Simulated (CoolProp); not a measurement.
Vapour-liquid equilibrium of ethylene (1) + propane (2) at 230.5 K; x and y are mole fractions of (1).

Model: multi-fluid Helmholtz-energy mixture model, Smukala 2000 and Lemmon 2009; pair parameters Bell 2016, in CoolProp.

| x | bubble pressure (bar) | y at the bubble point | dew pressure at overall composition x (bar) | liquid density (mol/L) |
|---|---|---|---|---|
| 0.05 | … | 0.405 | 1.040 | 13.36 |
| 0.2 | … | 0.753 | … | 13.88 |
| 0.35 | 5.357 | 0.859 | 1.489 | 14.42 |
| 0.5 | … | 0.911 | 1.896 | 14.96 |
| 0.65 | … | 0.944 | … | 15.50 |
| 0.8 | 10.70 | … | 4.145 | … |
| 0.95 | 12.68 | 0.992 | 9.288 | 16.49 |

Question: What belongs in the gaps?

Answer: 
- 0.05, bubble pressure (bar): 1.616
- 0.2, bubble pressure (bar): 3.506
- 0.2, dew pressure at overall composition x (bar): 1.225
- 0.5, bubble pressure (bar): 7.147
- 0.65, bubble pressure (bar): 8.904
- 0.65, dew pressure at overall composition x (bar): 2.607
- 0.8, y at the bubble point: 0.969
- 0.8, liquid density (mol/L): 16.02

No azeotrope shows between x = 0.05 and 0.95.

The pair parameters rest on a limited set of measurements; away from them the model extrapolates. The gap from Raoult's law changes sign with composition, which may be real or a fault of the pair parameters; it wasn't checked against measurements.
